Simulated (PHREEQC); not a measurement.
Make-up at 25 °C: 0.0011 mol/kgw Na2SeO4, 0.3 mol/kgw H3PO4 and 0.0098 mol/kgw FeCl3. Closed to the air; pH follows from the charge balance.

Model: ion-association model, wateq4f.dat, run in PHREEQC.

| Quantity | Value |
|---|---|
| pH | 1.34 |
| ionic strength | 0.0875 mol/kgw |
| activity of water | 0.993 |
| total alkalinity | -320 meq/kg |

```
species    molality  activity   log γ
---------  --------  --------  ------
H3PO4         0.244     0.249   0.009
H+           0.0554    0.0460  -0.080
H2PO4-       0.0462    0.0367  -0.099
Cl-          0.0294    0.0227  -0.111
FeH2PO4+2   0.00980   0.00394  -0.396
Na+         0.00220   0.00174  -0.102
HSeO4-     0.000559  0.000441  -0.103
SeO4-2     0.000541  0.000209  -0.412
Fe+3        2.11e-6   3.98e-7  -0.724
FeCl+2      6.97e-7   2.74e-7  -0.406
FeOH+2      1.41e-7   5.55e-8  -0.406
HPO4-2      1.26e-7   4.96e-8  -0.406
FeCl2+      3.53e-8   2.78e-8  -0.103
FeHPO4+     6.66e-9   5.31e-9  -0.098
```

This is a speciation only: nothing precipitates in the calculation. Saturation is exceeded, for instance for Strengite; the values hold only as long as no solid forms. Species that the database lacks are ignored. H3PO4, which wateq4f.dat lacks, is added to it with the constant of phreeqc.dat.
